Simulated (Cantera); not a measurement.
Thermodynamics of silicon carbide growth, feed (CH₃)₂SiCl₂ + C₂H₄ + H₂

Charge: 1 mol (CH₃)₂SiCl₂, 0.099 mol C₂H₄, 500 mol H₂, equilibrated at 1302 °C and 100 Torr.

Equilibrium computed with Cantera from the NASA thermochemical tables; the gas is ideal and each condensed phase is pure. Candidate condensed phases: C, C₆H₆, C₇H₈, C₈H₁₈, Si, SiC; 109 gas species. The feed counts by its element totals alone. Kinetics and transport are ignored.

```json
{
 "x(H₂)": "0.996",
 "x(HCl)": "0.00397",
 "x(CH₄)": "0.000240",
 "x(H)": "0.000114",
 "x(C₂H₂ (acetylene))": "2.10e-5",
 "n(C(graphite))": "1.06 mol",
 "n(SiC(s))": "1.000 mol",
 "gas_amount": "504.1 mol",
 "log10 activity of Si(s) (absent)": "-2.02"
}
```
